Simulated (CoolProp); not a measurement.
Vapour-liquid equilibrium of n-pentane (1) + cyclohexane (2) at 0.4 MPa; x and y are mole fractions of (1).

Model: multi-fluid Helmholtz-energy mixture model, Thol 2019 and Zhou 2014; pair parameters Bell 2016, in CoolProp.

```tsv
x	bubble temperature (K)	y at the bubble point	dew temperature at overall composition x (K)	liquid density (mol/L)
0.05	402.9	0.133	405.9	7.885
0.15	394.7	0.342	402.3	7.911
0.25	387.8	0.496	398.5	7.921
0.35	381.9	0.614	394.4	7.919
0.45	376.8	0.706	390.0	7.907
0.55	372.3	0.781	385.2	7.887
0.65	368.2	0.843	380.0	7.861
0.75	364.5	0.896	374.2	7.830
0.85	361.1	0.941	367.8	7.794
0.95	358.0	0.982	360.5	7.754
```

No azeotrope shows between x = 0.05 and 0.95.

Pair parameters are fitted to limited data, so mixtures are less certain than the pure fluids.
